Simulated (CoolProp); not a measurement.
Vapour-liquid equilibrium of R143a (1) + R134a (2) at 0.205 MPa; x and y are mole fractions of (1).

Model: multi-fluid Helmholtz-energy mixture model, Lemmon and Jacobsen 2000 and Tillner-Roth 1994; pair parameters Lemmon 2004, in CoolProp.

Q: Give the bubble temperature and the first vapour's composition at x = 0.05, 0.5, 0.95. Is there an azeotrope?

A: x = 0.05: 262.2 K, y = 0.100; x = 0.5: 251.0 K, y = 0.693; x = 0.95: 242.8 K, y = 0.978. No azeotrope shows between x = 0.05 and 0.95.

The pair parameters rest on a limited set of measurements; away from them the model extrapolates.
